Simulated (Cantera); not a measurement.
A perfectly stirred reactor is fed with NO : N2 = 1 : 7.7 (molar parts), at 760 Torr; it is held at 1925 K, and followed from long to short residence time.

Cantera simulation using GRI-Mech 3.0 (53 species, 325 reactions); the numbers are that mechanism's predictions, not measurements.

**Question.** Predict: x(NO) at τ = 22.0 s; x(N2O) at τ = 22.0 s; x(NO2) at τ = 22.0 s; x(O) at τ = 22.0 s; x(O2) at τ = 22.0 s; x(NO) at τ = 93.0 ms; x(N2O) at τ = 93.0 ms; x(NO2) at τ = 93.0 ms; x(O) at τ = 93.0 ms; x(O2) at τ = 93.0 ms.

**Answer.** 
```json
{
 "x(NO) at τ = 22.0 s": "0.0250",
 "x(N2O) at τ = 22.0 s": "4.65e-7",
 "x(NO2) at τ = 22.0 s": "2.29e-5",
 "x(O) at τ = 22.0 s": "7.83e-5",
 "x(O2) at τ = 22.0 s": "0.0449",
 "x(NO) at τ = 93.0 ms": "0.113",
 "x(N2O) at τ = 93.0 ms": "5.87e-6",
 "x(NO2) at τ = 93.0 ms": "2.48e-5",
 "x(O) at τ = 93.0 ms": "1.95e-5",
 "x(O2) at τ = 93.0 ms": "0.000978"
}
```
